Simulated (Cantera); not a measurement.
A Cantera script and its output.

```python
import numpy as np
import cantera as ct

gas = ct.Solution("gri30.yaml", transport_model="multicomponent")
show = ['H2O', 'N2', 'CH4']

rows = []
print(f"{'T/K':>7s}{'rho':>11s}{'cp':>10s}{'mu':>11s}{'lambda':>11s}{'Pr':>7s}" + "".join(f"{'D_' + s:>11s}" for s in show))
for T in [400, 650, 900, 1150, 1400, 1650]:
    gas.TPX = T, 1333, {'O2': 0.54, 'N2O': 0.16}
    Pr = gas.cp_mass * gas.viscosity / gas.thermal_conductivity
    D = [gas.mix_diff_coeffs_mole[gas.species_index(s)] for s in show]
    rows.append([gas.density, gas.cp_mass, gas.viscosity, gas.thermal_conductivity, Pr, *D])
    print(f"{T:7g}{gas.density:11.4e}{gas.cp_mass:10.1f}{gas.viscosity:11.4e}"
          f"{gas.thermal_conductivity:11.4e}{Pr:7.3f}" + "".join(f"{d:11.4e}" for d in D))
print("SI units: kg/m3, J/kg/K, Pa s, W/m/K, m2/s")
```

Result:

```
    T/K        rho        cp         mu     lambda     Pr      D_H2O       D_N2      D_CH4
    400 1.3926e-02     949.7 2.3820e-05 3.1499e-02  0.718 2.8008e-03 2.4515e-03 2.6826e-03
    650 8.5697e-03    1049.1 3.4031e-05 4.9540e-02  0.721 6.9730e-03 5.6495e-03 6.2467e-03
    900 6.1892e-03    1118.0 4.2590e-05 6.6014e-02  0.721 1.2520e-02 9.7804e-03 1.0859e-02
   1150 4.8437e-03    1159.7 5.0190e-05 8.0719e-02  0.721 1.9238e-02 1.4737e-02 1.6396e-02
   1400 3.9788e-03    1190.0 5.7146e-05 9.4348e-02  0.721 2.7002e-02 2.0449e-02 2.2776e-02
   1650 3.3759e-03    1214.4 6.3631e-05 1.0726e-01  0.720 3.5729e-02 2.6866e-02 2.9943e-02
SI units: kg/m3, J/kg/K, Pa s, W/m/K, m2/s
```

Detailed kinetics in Cantera: GRI-Mech 3.0 (53 species, 325 reactions). The composition is frozen, though it would react at the higher temperatures.
